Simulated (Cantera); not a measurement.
A closed system holds: 1 mol CCl₄, equilibrated at 32.0 Pa.

Cantera equilibrium calculation (NASA polynomials, part measured and part estimated; ideal gas, pure solids and liquids). Candidate condensed phases: C; 14 gas species. The tables' values for CCl are old estimates; treat these amounts as uncertain. Rates play no part. All values below are at 2477 °C.

Base state: Cl 0.930, C₃ 0.0527, C 0.0118, C₂ 0.00510, C₅ 0.000422, C₄ 8.21e-5, CCl 1.73e-5 (mole fractions); condensed: C(graphite).

Problem. What changes in the equilibrium state with this change: pressure from 32.0 Pa to 4.60 mbar?

Solution. 
```csv
species,before,after
Cl,0.930,0.995
C₃,0.0527,0.00367
C,0.0118,0.000821
Cl₂,7.70e-6,0.000127
C₅,0.000422,2.94e-5
C₂,0.00510,0.000355
C₄,8.21e-5,5.71e-6
CCl,1.73e-5,1.85e-5
"C(graphite), mol",0.214,0.949
```
